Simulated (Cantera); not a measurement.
A Cantera script and its output.

```python
import numpy as np
import cantera as ct

gas = ct.Solution("gri30.yaml")


def delay(T, t_max=10):
    gas.TPX = T, 160000, {'CH4': 1, 'CO': 0.15, 'O2': 2.44, 'N2': 9.18}
    reactor = ct.IdealGasConstPressureReactor(gas, clone=False)
    net = ct.ReactorNet([reactor])
    net.rtol, net.atol = 1e-8, 1e-16
    while net.time < t_max:
        t_old, T_old = net.time, reactor.T
        net.step()
        if reactor.T > T + 400:  # ignition: a rise of 400 K
            return t_old + (T + 400 - T_old) / (reactor.T - T_old) * (net.time - t_old)
    return np.nan


taus = []
for T in [1225, 1325, 1425, 1525, 1625, 1725]:
    taus.append(delay(T))
    print(f"T0 = {T:6g} K   tau = {taus[-1]:.4e} s")
```

It prints:

```
T0 =   1225 K   tau = 2.1458e-02 s
T0 =   1325 K   tau = 5.6778e-03 s
T0 =   1425 K   tau = 1.7296e-03 s
T0 =   1525 K   tau = 6.1002e-04 s
T0 =   1625 K   tau = 2.5057e-04 s
T0 =   1725 K   tau = 1.1815e-04 s
```

Cantera simulation using GRI-Mech 3.0 (53 species, 325 reactions); the numbers are that mechanism's predictions, not measurements.
